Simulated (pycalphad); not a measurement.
**Effect of Si content in Mn-Si**

Computed with pycalphad from the COST 507 light-alloy database (1999), at 1 atm. The data set is of 1999 and partly superseded. Phase fractions are per mole of atoms. Kinetics are ignored, which matters at the lower temperatures.

### Question
One of these alloys has its liquidus at 1101 °C, its solidus at 1040 °C, and holds MN6SI 0.98, α-Mn 0.02 at 277 °C. Which?
(A) Mn-88.65Si (at.%)
(B) Mn-59.1Si (at.%)
(C) Mn-14.77Si (at.%)

### Answer
C, Mn-14.77Si (at.%). The others: Mn-59.1Si (at.%), liquidus 1215, solidus 1150; Mn-88.65Si (at.%), liquidus 1352, solidus 1144

Database names, with the compositions (at.%) that they take in these runs: MN6SI: Mn 85 Si 15.
